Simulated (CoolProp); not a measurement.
Computed with CoolProp (reference Helmholtz-energy equation of state, Thol 2015).

Q: For octamethylcyclotetrasiloxane (D4), give the phase and the density (kg/m³), Joule-Thomson coefficient (K/MPa), expansivity (1/kK), fugacity coefficient at 620 K and 6.74 bar.

A: 
- 620 K and 6.74 bar: gas; density 46.0, Joule-Thomson coefficient 9.11, expansivity 3.03, fugacity coefficient 0.862
